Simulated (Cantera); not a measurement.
Feed: 1 mol BaF₂, 42 mol N₂, held at 1.00 bar.

These are equilibrium values from Cantera (NASA tables, ideal gas, pure condensed phases), not measurements of a reactor. Candidate condensed phases: Ba, BaF₂; 10 gas species. Kinetics and transport are ignored. All values below are at 973 K.

Base state: N₂ 1.00 (mole fractions); condensed: BaF₂(s).

### Question
What changes in the equilibrium state with this change: BaF₂ replaced by MgCl₂?

### Answer
```
species        before    after
-------------  ------  -------
N₂               1.00    1.000
MgCl₂               0  9.28e-5
BaF₂(s), mol     1.00        0
MgCl₂(s), mol       0    0.996
```
Further candidate phases: Mg, MgCl₂.
